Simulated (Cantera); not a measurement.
A freely propagating, adiabatic, planar premixed flame of H2 : O2 : N2 = 1 : 0.51 : 1.92 (molar parts), unburnt at 625 K and 10.0 bar; mixture-averaged transport, grid criteria slope 0.08 and curve 0.16, no radiation.

Model: the H2/O2 subset of GRI-Mech 3.0, which has no nitrogen chemistry, integrated in Cantera. The hydrogen kinetics of GRI-Mech 3.0 are dated; newer H2 mechanisms differ, most at raised pressure. Burning velocities carry a grid error of a few per cent, more on coarse grids.

### Question
Predict: laminar burning velocity; thermal thickness; peak x(H2O2); peak x(H); peak x(OH).

### Answer
```json
{
  "laminar_burning_velocity": "639 cm/s",
  "thermal_thickness": "0.0257 mm",
  "peak x(H2O2)": "0.000129",
  "peak x(H)": "0.0223",
  "peak x(OH)": "0.0176"
}
```
